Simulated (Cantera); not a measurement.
A perfectly stirred reactor is fed with H₂ : O₂ : N₂ = 1 : 1 : 16 (molar parts), equivalence ratio 0.50, at 1.00 bar; it is held at 825 K, and followed from long to short residence time.

Model: the H2/O2 subset of GRI-Mech 3.0, which has no nitrogen chemistry, integrated in Cantera. Below about 950 K walls govern HO2 and H2O2 in real vessels. The temperature is held fixed by assumption; the heat of reaction is taken as removed at once.

### Question
What does this change do: temperature 825 to 1350 K?

### Answer
```
quantity                 before     after
---------------------  --------  --------
x(H₂) at τ = 1.70 s      0.0555   2.34e-5
x(O₂) at τ = 1.70 s      0.0555    0.0286
x(H) at τ = 1.70 s     3.49e-10   1.18e-6
x(O) at τ = 1.70 s     4.92e-11   9.90e-6
x(H₂O) at τ = 1.70 s    3.95e-5    0.0571
x(H₂) at τ = 60.0 ms     0.0556  0.000212
x(O₂) at τ = 60.0 ms     0.0556    0.0286
x(H) at τ = 60.0 ms      <1e-12   3.31e-5
x(O) at τ = 60.0 ms      <1e-12   9.51e-5
x(H₂O) at τ = 60.0 ms  1.67e-10    0.0568
```
